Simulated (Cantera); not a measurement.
Ti + C3H8 (titanium nitride, carbide and oxide coatings)

Input: 1 mol Ti, a varied amount of C3H8, held at 1300 K and 1.00 bar.

Equilibrium computed with Cantera from the NASA thermochemical tables; the gas is ideal and each condensed phase is pure. Candidate condensed phases: C, C6H6, C7H8, C8H18, Ti, TiC; 77 gas species. Mutual solubility and eutectic melting of coexisting phases are not modelled. TiC: taken at fixed stoichiometry. Condensed phases not in the tables: N, O or C dissolved in the metal. Rates play no part.

At 0.28 mol C3H8 the condensed part is Ti(β) + TiC(s). From 0.35 mol C3H8 to 1.7 mol C3H8 the condensed part is C(graphite) + TiC(s).

```tsv
n(C3H8) (mol)	x H2	x CH4	x C2H4	x H	n Ti(β)	n TiC(s)	n C(graphite)
0.28	1.000	1.29e-9	<1e-12	1.11e-6	0.160	0.840	0
0.35	0.992	0.00774	1.63e-6	1.10e-6	0	1.00	0.0392
0.44	0.992	0.00774	1.63e-6	1.10e-6	0	1.00	0.306
0.55	0.992	0.00774	1.63e-6	1.10e-6	0	1.00	0.633
0.69	0.992	0.00774	1.63e-6	1.10e-6	0	1.00	1.05
0.86	0.992	0.00774	1.63e-6	1.10e-6	0	1.00	1.55
1.1	0.992	0.00774	1.63e-6	1.10e-6	0	1.00	2.27
1.3	0.992	0.00774	1.63e-6	1.10e-6	0	1.00	2.86
1.7	0.992	0.00774	1.63e-6	1.10e-6	0	1.00	4.05
```
x: gas mole fraction; n: condensed amount in mol.
